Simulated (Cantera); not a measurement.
## MgO + C + H2 (carbothermic reduction)

Charge: 1 mol MgO, 7.9 mol C, 1.1 mol H2, at 0.100 bar.

Equilibrium computed with Cantera from the NASA thermochemical tables; the gas is ideal and each condensed phase is pure. Candidate condensed phases: C, C6H6, C7H8, C8H18, H2O, Mg, MgCO3, MgO, Mg(OH)2; 116 gas species. The tables' values for MgH are old estimates; treat these amounts as uncertain. Kinetics and transport are ignored.

From 1200 K to 1600 K the condensed part is C(graphite) + MgO(s). The main Mg-bearing gas is Mg throughout.

| T (K) | x H2 | x CO | x Mg | x CH4 | x H | x MgH | x C2H2 (acetylene) | n C(graphite) | n MgO(s) |
|---|---|---|---|---|---|---|---|---|---|
| 1200 | 0.998 | 1.49e-5 | 1.49e-5 | 0.00157 | 6.24e-7 | 3.25e-8 | 1.03e-7 | 7.90 | 1.000 |
| 1250 | 0.999 | 5.22e-5 | 5.22e-5 | 0.00110 | 1.53e-6 | 1.23e-7 | 2.52e-7 | 7.90 | 1.000 |
| 1300 | 0.999 | 0.000166 | 0.000165 | 0.000785 | 3.50e-6 | 4.21e-7 | 5.76e-7 | 7.90 | 1.000 |
| 1350 | 0.998 | 0.000482 | 0.000481 | 0.000575 | 7.53e-6 | 1.31e-6 | 1.24e-6 | 7.90 | 0.999 |
| 1400 | 0.997 | 0.00130 | 0.00129 | 0.000429 | 1.54e-5 | 3.76e-6 | 2.51e-6 | 7.90 | 0.999 |
| 1450 | 0.993 | 0.00325 | 0.00324 | 0.000326 | 2.98e-5 | 9.99e-6 | 4.84e-6 | 7.90 | 0.996 |
| 1500 | 0.984 | 0.00766 | 0.00763 | 0.000249 | 5.52e-5 | 2.48e-5 | 8.88e-6 | 7.89 | 0.991 |
| 1550 | 0.966 | 0.0170 | 0.0170 | 0.000190 | 9.79e-5 | 5.75e-5 | 1.55e-5 | 7.88 | 0.981 |
| 1600 | 0.928 | 0.0360 | 0.0359 | 0.000140 | 0.000166 | 0.000125 | 2.55e-5 | 7.86 | 0.957 |
x: gas mole fraction; n: condensed amount in mol.
